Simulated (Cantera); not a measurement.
Feed: 1 mol Al, 0.95 mol H₂O, 0.3 mol N₂, 0.83 mol Cl₂, equilibrated at 1.20 bar.

Equilibrium computed with Cantera from the NASA thermochemical tables; the gas is ideal and each condensed phase is pure. Candidate condensed phases: Al, AlCl₃, AlN, Al₂O₃, H₂O, NH₄Cl; 45 gas species. Kinetics and transport are ignored. All values below are at 875 °C.

Base state: H₂ 0.353, HCl 0.295, AlCl₃ 0.192, N₂ 0.158, Al₂Cl₆ 0.000752, NH₃ 2.47e-5 (mole fractions); condensed: Al₂O₃(s).

**Question.** What changes in the equilibrium state with this change: Cl₂ from 0.83 to 0.025 mol?

**Answer.** 
```tsv
species	before	after
H₂	0.353	0.851
N₂	0.158	0.108
HCl	0.295	0.0376
AlCl₃	0.192	0.00272
Al₂Cl₆	0.000752	1.51e-7
NH₃	2.47e-5	7.64e-5
Al₂O₃(s), mol	0.317	0.317
AlN(s), mol	0	0.364
```
Mutual solubility and eutectic melting of coexisting phases are not modelled.
